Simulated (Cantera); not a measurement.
A freely propagating, adiabatic, planar premixed flame of CO : H2 : CH4 : O2 : N2 : H2O = 1 : 1.2 : 0.82 : 2.49 : 9.71 : 3.8 (molar parts), equivalence ratio 1.1, unburnt at 525 K and 13300 Pa; mixture-averaged transport, grid criteria slope 0.08 and curve 0.16, no radiation.

Computed with Cantera and GRI-Mech 3.0 (53 species, 325 reactions). Burning velocities carry a grid error of a few per cent, more on coarse grids.

Task: What does this change do: H2 1.2 to 0.93 parts?

Result: 
```
quantity                    before     after
------------------------  --------  --------
laminar burning velocity  153 cm/s  139 cm/s
thermal thickness          2.83 mm   2.96 mm
peak x(O)                  0.00426   0.00429
peak x(HCO)                3.46e-5   3.20e-5
peak x(C2H6)              0.000164  0.000181
```
